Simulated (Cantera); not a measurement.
Cantera run:

```python
import numpy as np
import cantera as ct

gas_names = """
    CL CLO CL2 H HCL HOCL HO2 H2 H2O H2O2 Mg MgCL MgCL2 MgH MgO MgOH MgO2H2 Mg2 O OH O2 O3
""".split()
cond_names = """
    H2O(s) H2O(L) Mg(cr) Mg(L) MgCL2(s) MgCL2(L) MgO(s) MgO(L) MgO2H2(s)
""".split()


def load(file, names, dense=False):
    # The tables refer to 1 bar. Condensed volumes are neglected.
    table = {s.name: s for s in ct.Species.list_from_file(file)}
    out = []
    for n in names:
        d = dict(table[n].input_data)
        d["thermo"] = dict(d["thermo"], **{"reference-pressure": 1e5})
        if dense:
            d["equation-of-state"] = {"model": "constant-volume", "density": "1e6 g/cm^3"}
        out.append(ct.Species.from_dict(d))
    return out


gas = ct.Solution(thermo="ideal-gas", species=load("nasa_gas.yaml", gas_names))
cond = {s.name: ct.Solution(thermo="fixed-stoichiometry", species=[s], name=s.name)
        for s in load("nasa_condensed.yaml", cond_names, dense=True)}
atoms = {
    'MgCl2': {'Mg': 1, 'CL': 2},
    'O2': {'O': 2},
    'H2': {'H': 2},
}
top_T = {}  # K; cautious upper limits of use, not melting points


def equilibrate(T, P, feed):
    n = {}
    for name, mol in feed.items():
        for a, k in atoms[name].items():
            n[a] = n.get(a, 0.0) + k * mol
    gas.TPX = T, P, n
    mass = sum(n.values()) * gas.mean_molecular_weight
    gas.equilibrate("TP")
    valid = [c for c in cond.values() if c.min_temp <= T <= top_T.get(c.name, c.max_temp)]
    mix = ct.Mixture([(gas, mass / gas.mean_molecular_weight)] + [(c, 0.0) for c in valid])
    mix.T, mix.P = T, P
    mix.equilibrate("TP", solver="vcs", rtol=1e-11, max_steps=5000)
    return mix


results = []
P = 85  # Pa
for T in [1023, 1123, 1223, 1323, 1423, 1523, 1623, 1723, 1823, 1923, 2023, 2123, 2223]:
    for m in [0.42, 0.9, 1.4, 1.9, 2.3, 2.8, 3.3, 3.8, 4.2]:
        feed = {'MgCl2': 1, 'O2': m, 'H2': 7.9}  # mol
        mix = equilibrate(T, P, feed)
        results.append((T, P, feed, dict(zip(mix.species_names, mix.species_moles))))

for T, P, feed, n in results:
    print(f"{T:7g} {feed['O2']:10.4g}  " + (" + ".join(c for c in cond_names if n.get(c, 0) > 1e-12) or "gas only"))
```

Output:

```
   1023       0.42  MgO(s)
   1023        0.9  MgO(s)
   1023        1.4  MgO(s)
   1023        1.9  MgO(s)
   1023        2.3  MgO(s)
   1023        2.8  MgO(s)
   1023        3.3  MgO(s)
   1023        3.8  MgO(s)
   1023        4.2  MgO(s)
   1123       0.42  MgO(s)
   1123        0.9  MgO(s)
   1123        1.4  MgO(s)
   1123        1.9  MgO(s)
   1123        2.3  MgO(s)
   1123        2.8  MgO(s)
   1123        3.3  MgO(s)
   1123        3.8  MgO(s)
   1123        4.2  MgO(s)
   1223       0.42  MgO(s)
   1223        0.9  MgO(s)
   1223        1.4  MgO(s)
   1223        1.9  MgO(s)
   1223        2.3  MgO(s)
   1223        2.8  MgO(s)
   1223        3.3  MgO(s)
   1223        3.8  MgO(s)
   1223        4.2  MgO(s)
   1323       0.42  MgO(s)
   1323        0.9  MgO(s)
   1323        1.4  MgO(s)
   1323        1.9  MgO(s)
   1323        2.3  MgO(s)
   1323        2.8  MgO(s)
   1323        3.3  MgO(s)
   1323        3.8  MgO(s)
   1323        4.2  MgO(s)
   1423       0.42  MgO(s)
   1423        0.9  MgO(s)
   1423        1.4  MgO(s)
   1423        1.9  MgO(s)
   1423        2.3  MgO(s)
   1423        2.8  MgO(s)
   1423        3.3  MgO(s)
   1423        3.8  MgO(s)
   1423        4.2  MgO(s)
   1523       0.42  MgO(s)
   1523        0.9  MgO(s)
   1523        1.4  MgO(s)
   1523        1.9  MgO(s)
   1523        2.3  MgO(s)
   1523        2.8  MgO(s)
   1523        3.3  MgO(s)
   1523        3.8  MgO(s)
   1523        4.2  MgO(s)
   1623       0.42  MgO(s)
   1623        0.9  MgO(s)
   1623        1.4  MgO(s)
   1623        1.9  MgO(s)
   1623        2.3  MgO(s)
   1623        2.8  MgO(s)
   1623        3.3  MgO(s)
   1623        3.8  MgO(s)
   1623        4.2  MgO(s)
   1723       0.42  MgO(s)
   1723        0.9  MgO(s)
   1723        1.4  MgO(s)
   1723        1.9  MgO(s)
   1723        2.3  MgO(s)
   1723        2.8  MgO(s)
   1723        3.3  MgO(s)
   1723        3.8  MgO(s)
   1723        4.2  MgO(s)
   1823       0.42  MgO(s)
   1823        0.9  MgO(s)
   1823        1.4  MgO(s)
   1823        1.9  MgO(s)
   1823        2.3  MgO(s)
   1823        2.8  MgO(s)
   1823        3.3  MgO(s)
   1823        3.8  MgO(s)
   1823        4.2  MgO(s)
   1923       0.42  MgO(s)
   1923        0.9  MgO(s)
   1923        1.4  MgO(s)
   1923        1.9  MgO(s)
   1923        2.3  MgO(s)
   1923        2.8  MgO(s)
   1923        3.3  MgO(s)
   1923        3.8  MgO(s)
   1923        4.2  MgO(s)
   2023       0.42  gas only
   2023        0.9  MgO(s)
   2023        1.4  MgO(s)
   2023        1.9  MgO(s)
   2023        2.3  MgO(s)
   2023        2.8  MgO(s)
   2023        3.3  MgO(s)
   2023        3.8  MgO(s)
   2023        4.2  MgO(s)
   2123       0.42  gas only
   2123        0.9  gas only
   2123        1.4  gas only
   2123        1.9  MgO(s)
   2123        2.3  MgO(s)
   2123        2.8  MgO(s)
   2123        3.3  MgO(s)
   2123        3.8  MgO(s)
   2123        4.2  MgO(s)
   2223       0.42  gas only
   2223        0.9  gas only
   2223        1.4  gas only
   2223        1.9  gas only
   2223        2.3  gas only
   2223        2.8  gas only
   2223        3.3  gas only
   2223        3.8  MgO(s)
   2223        4.2  MgO(s)
```

These are equilibrium values from Cantera (NASA tables, ideal gas, pure condensed phases), not measurements of a reactor.
